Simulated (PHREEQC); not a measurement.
Alkaline etch or developer

Consider water at 86 °C with 0.044 mol/kgw NH3 and 0.015 mol/kgw K2SiO3. Closed to the air; pH follows from the charge balance.

The numbers come from PHREEQC with the ion-association model, phreeqc.dat.

```
Quantity                   Value
----------------  --------------
pH                         10.56
ionic strength    0.0310 mol/kgw
total alkalinity     74.0 meq/kg
```

```csv
species,molality,activity,log γ
NH3,0.0439,0.0442,0.003
K+,0.0300,0.0247,-0.084
OH-,0.0146,0.0121,-0.084
H3SiO4-,0.0136,0.0113,-0.082
H2SiO4-2,0.000904,0.000444,-0.308
H4SiO4,0.000478,0.000482,0.003
NH4+,7.58e-5,6.18e-5,-0.089
```

Precipitation was switched off in this run. Away from 25 °C the constants follow the database's enthalpies or fits; those with neither stay at their 25 °C values.
